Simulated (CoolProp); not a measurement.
Carbon monoxide along the isotherm -123.35 °C: density (kg/m³) from the reference equation and from simpler models built on Tc = -140.3 °C, pc = 3.498 MPa, ω = 0.050; each cubic takes its own stable root.

Model: reference Helmholtz-energy equation of state, Lemmon 2006, in CoolProp. It is a short technical equation, of lower accuracy than the large ones.

```json
[
 {"p (MPa)": "2.33", "phase": "gas", "reference": "63.18"},
 {"p (MPa)": "4.66", "phase": "supercritical", "reference": "170.8"},
 {"p (MPa)": "7", "phase": "supercritical", "reference": "354.4"},
 {"p (MPa)": "9.33", "phase": "supercritical", "reference": "445.6"},
 {"p (MPa)": "11.7", "phase": "supercritical", "reference": "492.2"},
 {"p (MPa)": "14", "phase": "supercritical", "reference": "522.6"},
 {"p (MPa)": "16.3", "phase": "supercritical", "reference": "546.0"},
 {"p (MPa)": "18.7", "phase": "supercritical", "reference": "565.7"},
 {"p (MPa)": "21", "phase": "supercritical", "reference": "581.8"},
 {"p (MPa)": "23.3", "phase": "supercritical", "reference": "595.8"},
 {"p (MPa)": "25.7", "phase": "supercritical", "reference": "608.7"},
 {"p (MPa)": "28", "phase": "supercritical", "reference": "619.8"},
 {"p (MPa)": "30.3", "phase": "supercritical", "reference": "630.0"},
 {"p (MPa)": "32.6", "phase": "supercritical", "reference": "639.4"},
 {"p (MPa)": "35", "phase": "supercritical", "reference": "648.4"}
]
```

Problem. How far does each simpler model (ideal gas, van der Waals, Redlich-Kwong, Peng-Robinson) lie from the reference over these 15 states: mean and median of the absolute difference, and the worst?

Solution. 
- ideal gas: mean 26.1 %, median 21.4 %, worst -55.6 % at -123.35 °C and 7 MPa
- van der Waals: mean 15.7 %, median 18.5 %, worst -20.1 % at -123.35 °C and 35 MPa
- Redlich-Kwong: mean 1.9 %, median 1.2 %, worst -5.6 % at -123.35 °C and 7 MPa
- Peng-Robinson: mean 7.6 %, median 8.7 %, worst +12.2 % at -123.35 °C and 35 MPa
